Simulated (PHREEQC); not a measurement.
Dissolve 0.0041 mol Pb(NO3)2, 0.00019 mol Ca(HCO3)2 and 0.00033 mol HBr per kg of water at 30 °C. Closed to the air; pH follows from the charge balance.

Model: ion-association model, wateq4f.dat, run in PHREEQC.

Precipitation was switched off in this run.

Question: Order these C species by the share of C that they hold, largest first: CO2, HCO3-, PbHCO3+, PbCO3.

Answer: CO2 (86 %), PbHCO3+ (8.5 %), HCO3- (4.5 %), PbCO3 (0.84 %)

Question: Order these Pb species by the share of Pb that they hold, largest first: PbNO3+, PbOH+, PbBr+, Pb+2, PbHCO3+.

Answer: Pb+2 (91 %), PbNO3+ (6.8 %), PbBr+ (1.1 %), PbHCO3+ (0.78 %), PbOH+ (0.12 %)

The pH is 4.99 and the ionic strength 0.0122 mol/kgw. Examples of supersaturated solids here: Cerrusite. Others may be too. Complexes and solids missing from the database can't appear.
